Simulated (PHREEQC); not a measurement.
Solution (20 °C): 0.0008 mol/kgw H3AsO4 and 0.00092 mol/kgw HCl. Closed to the air; pH follows from the charge balance.

The numbers come from PHREEQC with the ion-association model, wateq4f.dat.

| quantity | before | after |
|---|---|---|
| pH | 2.83 | 2.96 |
| ionic strength (mol/kgw) | 0.00155 | 0.00113 |
| H2AsO4- (mol/kgw) | 0.000630 | 0.000667 |
| H3AsO4 (mol/kgw) | 0.000170 | 0.000133 |
| HAsO4-2 (mol/kgw) | 3.26e-8 | 4.64e-8 |

Q: Which change was made?
(A) H3AsO4 replaced by Na2HAsO4 at the same molality
(B) diluted 2-fold with water
(C) HCl from 0.00092 to 0.00046 mol/kgw
(D) HCl replaced by CaCl2 at the same molality
(E) temperature from 20 to 45 °C

A: C, HCl from 0.00092 to 0.00046 mol/kgw

No solid was allowed to form.
